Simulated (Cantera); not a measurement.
## Iron carbonyl, mercury and lead vapours: PbO + CO + N₂

Input: 1 mol PbO, a varied amount of CO, 3.2 mol N₂, at 750 Torr.

Cantera equilibrium calculation (NASA polynomials, part measured and part estimated; ideal gas, pure solids and liquids). Candidate condensed phases: C, Pb, PbO, PbO₂, Pb₃O₄; 27 gas species. Each liquid is taken as pure. Mutual solubility and eutectic melting of coexisting phases are not modelled. Kinetics and transport are ignored.

Stable condensed phases:

```
T in °C \ n(CO) in mol
         0.12 0.19 0.31  0.5 0.82  1.3  2.1  3.5  5.6
   1400     A    A    A    B    C    C    C    C    D
   1300     A    B    B    B    B    C    C    C    C
   1200     B    B    B    B    B    C    C    C    C
   1100     B    B    B    B    B    C    C    C    C
   1000     B    B    B    B    B    C    C    C    C
    900     B    B    B    B    B    C    C    C    C
    800     B    B    B    B    B    C    C    C    C
    700     B    B    B    B    B    C    C    C    E
    600     B    B    B    B    B    C    E    E    E
    500     B    B    B    B    B    E    E    E    E
```

A: PbO; B: Pb + PbO; C: Pb; D: gas only; E: C + Pb.
